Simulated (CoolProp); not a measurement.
Vapour-liquid equilibrium of carbon dioxide (1) + CH3F (R41) (2) at 248.7 K; x and y are mole fractions of (1).

Model: multi-fluid Helmholtz-energy mixture model, Span 1996 and Lemmon 2006; pair parameters Bell 2016, in CoolProp.

Give the bubble pressure and the first vapour's composition at x = 0.35, 0.875, 0.95. Is there an azeotrope?

x = 0.35: 12.19 bar, y = 0.449; x = 0.875: 16.05 bar, y = 0.918; x = 0.95: 16.69 bar, y = 0.969. No azeotrope shows between x = 0.05 and 0.95.

The pair parameters rest on a limited set of measurements; away from them the model extrapolates.
